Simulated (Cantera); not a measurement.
An adiabatic, constant-pressure homogeneous reactor starts with H2 : O2 : N2 : H2O = 1 : 0.455 : 1.71 : 0.099 (molar parts), equivalence ratio 1.1, at 1175 K and 500000 Pa. Integrator tolerance rtol = 1e-08.

Computed with Cantera and GRI-Mech 3.0 (53 species, 325 reactions). The hydrogen kinetics of GRI-Mech 3.0 are dated; newer H2 mechanisms differ, most at raised pressure.

**Question.** What does this change do: 0.012 parts NO added?

**Answer.** 
```csv
quantity,before,after
time of steepest temperature rise,56.6 µs,19.5 µs
temperature at 0.100 s,2832 K,2839 K
equilibrium temperature,2832 K,2839 K
x(H2) at 0.100 s,0.0514 (gas-phase equilibrium 0.0514),0.0494 (gas-phase equilibrium 0.0494)
x(O2) at 0.100 s,0.00472 (gas-phase equilibrium 0.00472),0.00538 (gas-phase equilibrium 0.00538)
x(H2O) at 0.100 s,0.318 (gas-phase equilibrium 0.318),0.318 (gas-phase equilibrium 0.318)
x(HO2) at 0.100 s,4.74e-6 (gas-phase equilibrium 4.74e-6),5.31e-6 (gas-phase equilibrium 5.31e-6)
x(OH) at 0.100 s,0.0167 (gas-phase equilibrium 0.0167),0.0176 (gas-phase equilibrium 0.0176)
```
The mechanism lacks 2 NO + O2 → 2 NO2 and HONO, so NO2 and the effect of NO are under-described below about 1400 K.

**Question.** What does this change do: initial temperature 1175 to 1425 K?

**Answer.** 
```
quantity                                                            before                                    after
---------------------------------  ---------------------------------------  ---------------------------------------
time of steepest temperature rise                                  56.6 µs                                  3.90 µs
temperature at 0.100 s                                              2832 K                                   2933 K
equilibrium temperature                                             2832 K                                   2933 K
x(H2) at 0.100 s                     0.0514 (gas-phase equilibrium 0.0514)    0.0589 (gas-phase equilibrium 0.0589)
x(O2) at 0.100 s                   0.00472 (gas-phase equilibrium 0.00472)  0.00674 (gas-phase equilibrium 0.00674)
x(H2O) at 0.100 s                      0.318 (gas-phase equilibrium 0.318)      0.302 (gas-phase equilibrium 0.302)
x(HO2) at 0.100 s                  4.74e-6 (gas-phase equilibrium 4.74e-6)  7.36e-6 (gas-phase equilibrium 7.36e-6)
x(OH) at 0.100 s                     0.0167 (gas-phase equilibrium 0.0167)    0.0226 (gas-phase equilibrium 0.0226)
```
